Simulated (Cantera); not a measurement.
Input (Python, Cantera) and output of one run.

```python
import numpy as np
import cantera as ct

gas_names = """
    C CO CO2 C2 C2O C3 C3O2 C4 C5 Fe FeC5O5 FeO O O2 O3
""".split()
cond_names = """
    C(gr) Fe(a) Fe(c) Fe(d) Fe(L) FeC5O5(L) FeO(s) FeO(L) Fe2O3(s) Fe3O4(s)
""".split()


# ... load() reads the species with a 1 bar reference pressure and builds the phases ...
atoms = {
    'Fe2O3': {'Fe': 2, 'O': 3},
    'C': {'C': 1},
    'CO': {'C': 1, 'O': 1},
}
top_T = {'C(gr)': 4500, 'Fe2O3(s)': 1830, 'Fe3O4(s)': 1870}  # K; cautious upper limits of use, not melting points


# ... equilibrate(T, P, feed) seeds the gas with the atoms and calls Mixture.equilibrate('TP', solver="vcs", rtol=1e-11, max_steps=5000) ...
results = []
feed = {'Fe2O3': 1, 'C': 2.4, 'CO': 1.5}  # mol
P = 10000  # Pa
for T in [1148, 1198, 1248, 1298, 1348, 1398, 1448, 1498, 1548, 1598, 1648, 1698, 1748]:
    mix = equilibrate(T, P, feed)
    results.append((T, P, feed, dict(zip(mix.species_names, mix.species_moles))))
    x = sorted(zip(gas.X, gas.species_names), reverse=True)
    print(f"T = {T:g} K  P = {P:g} Pa  gas = {mix.phase_moles(0):.4g} mol")
    print("   x: " + "  ".join(f"{s} {v:.3e}" for v, s in x if v > 1e-06))
    print("   condensed (mol): " + ("  ".join(f"{mix.phase(i).name} {mix.phase_moles(i):.4g}"
          for i in range(1, mix.n_phases) if mix.phase_moles(i) > 1e-12) or "none"))
```

Result:

```
T = 1148 K  P = 10000 Pa  gas = 3.9 mol
   x: CO 8.462e-01  CO2 1.538e-01
   condensed (mol): Fe(a) 2
T = 1198 K  P = 10000 Pa  gas = 3.9 mol
   x: CO 8.462e-01  CO2 1.538e-01
   condensed (mol): Fe(c) 2
T = 1248 K  P = 10000 Pa  gas = 3.9 mol
   x: CO 8.462e-01  CO2 1.538e-01
   condensed (mol): Fe(c) 2
T = 1298 K  P = 10000 Pa  gas = 3.9 mol
   x: CO 8.462e-01  CO2 1.538e-01
   condensed (mol): Fe(c) 2
T = 1348 K  P = 10000 Pa  gas = 3.9 mol
   x: CO 8.479e-01  CO2 1.521e-01
   condensed (mol): Fe(c) 1.993  FeO(s) 0.006939
T = 1398 K  P = 10000 Pa  gas = 3.9 mol
   x: CO 8.525e-01  CO2 1.475e-01
   condensed (mol): Fe(c) 1.975  FeO(s) 0.0247
T = 1448 K  P = 10000 Pa  gas = 3.9 mol
   x: CO 8.567e-01  CO2 1.433e-01
   condensed (mol): Fe(c) 1.959  FeO(s) 0.04115
T = 1498 K  P = 10000 Pa  gas = 3.9 mol
   x: CO 8.606e-01  CO2 1.394e-01  Fe 1.437e-06
   condensed (mol): Fe(c) 1.944  FeO(s) 0.05642
T = 1548 K  P = 10000 Pa  gas = 3.9 mol
   x: CO 8.643e-01  CO2 1.357e-01  Fe 4.028e-06
   condensed (mol): Fe(c) 1.929  FeO(s) 0.07061
T = 1598 K  P = 10000 Pa  gas = 3.9 mol
   x: CO 8.676e-01  CO2 1.324e-01  Fe 1.056e-05
   condensed (mol): Fe(c) 1.916  FeO(s) 0.08382
T = 1648 K  P = 10000 Pa  gas = 3.9 mol
   x: CO 8.708e-01  CO2 1.292e-01  Fe 2.609e-05
   condensed (mol): Fe(c) 1.904  FeO(s) 0.09614
T = 1698 K  P = 10000 Pa  gas = 3.9 mol
   x: CO 8.790e-01  CO2 1.210e-01  Fe 6.090e-05
   condensed (mol): Fe(d) 1.872  FeO(L) 0.1281
T = 1748 K  P = 10000 Pa  gas = 3.901 mol
   x: CO 8.864e-01  CO2 1.135e-01  Fe 1.351e-04
   condensed (mol): Fe(d) 1.842  FeO(L) 0.1574
```

Cantera equilibrium calculation (NASA polynomials, part measured and part estimated; ideal gas, pure solids and liquids). Mutual solubility and eutectic melting of coexisting phases are not modelled. The tables' stoichiometric FeO is somewhat more stable than real wüstite, so its field is too wide. FeO: taken at fixed stoichiometry.
